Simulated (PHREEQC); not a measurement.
0.069 g of hydrous ferric oxide (600 m²/g; 0.2 weak and 0.005 strong sites per Fe, Dzombak-Morel constants, diffuse double layer) in 1 kg of water with 0.3 mol/kgw of an inert sodium salt and 4.6e-06 mol Na2SO4 and 8.3e-07 mol Na2HAsO4, at 25 °C; the pH is set by adding NaOH or the inert anion's acid. Oxygen is held at 0.21 atm. The system is closed to CO2. No solid was allowed to form.

Equilibrium calculation in PHREEQC: ion-association model, wateq4f.dat.

Q: Predict As sorbed (%) at pH = 8, 9, 10.

A: 
```
pH  As sorbed (%)
--  -------------
8            99.8
9            96.9
10           74.9
```

The oxide is taken as insoluble; below pH 4 it would dissolve.
